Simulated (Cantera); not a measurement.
Input: 1 mol SiH2Cl2, 0.95 mol HCl, 2 mol H2, held at 2025 K and 30.8 Torr.

Cantera equilibrium calculation (NASA polynomials, part measured and part estimated; ideal gas, pure solids and liquids). Candidate condensed phases: Si; 19 gas species. The tables' values for SiCl3, SiCl are old estimates; treat these amounts as uncertain. Gases not in the tables: Si2H6 and higher silanes. Equilibrium is a limit: real reactors are often held back by kinetics, nucleation or transport.

Base state: H2 0.587, HCl 0.215, SiCl2 0.183, H 0.00728, SiCl3 0.00219, SiCl 0.00213, Cl 0.00198, Si 0.00142 (mole fractions); condensed: Si(l).

### Question
What changes in the equilibrium state with this change: H2 from 2 to 270 mol?

### Answer
```csv
species,before,after
H2,0.587,0.978
HCl,0.215,0.0101
H,0.00728,0.00940
SiCl2,0.183,0.000243
Si,0.00142,0.00142
SiCl4,2.91e-5,<1e-9
SiCl3,0.00219,1.06e-7
SiHCl3,3.25e-5,2.02e-9
SiCl,0.00213,7.75e-5
"Si(l), mol",0.0572,0.428
```
The tables' values for SiCl are old estimates; treat these amounts as uncertain.
